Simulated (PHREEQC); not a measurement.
**Hard or scaling water: an equilibrium model**

Consider water at 25 °C with 0.13 mol MgCl2, 0.0006 mol NaHCO3 and 0.00041 mol MgSO4 per kg of water. Closed to the air; pH follows from the charge balance.

All values are PHREEQC results (ion-association model, phreeqc.dat), not measurements.

pH: 7.45
ionic strength: 0.391 mol/kgw
activity of water: 0.993
specific conductance: 22000 µS/cm
density: 1.007 g/cm³
total alkalinity: 0.600 meq/kg

```tsv
species	molality	activity	log γ
Cl-	0.260	0.173	-0.176
Mg+2	0.130	0.0392	-0.521
Na+	0.000600	0.000433	-0.141
HCO3-	0.000382	0.000269	-0.151
MgSO4	0.000269	0.000294	0.039
MgHCO3+	0.000185	0.000123	-0.175
SO4-2	0.000141	3.20e-5	-0.645
CO2	1.96e-5	2.15e-5	0.039
MgCO3	1.23e-5	1.34e-5	0.039
MgOH+	5.50e-6	4.02e-6	-0.137
CO3-2	1.45e-6	3.59e-7	-0.605
OH-	4.38e-7	2.86e-7	-0.185
NaSO4-	9.84e-8	6.95e-8	-0.151
NaHCO3	6.00e-8	6.56e-8	0.039
```

Precipitation was switched off in this run. Species that the database lacks are ignored.
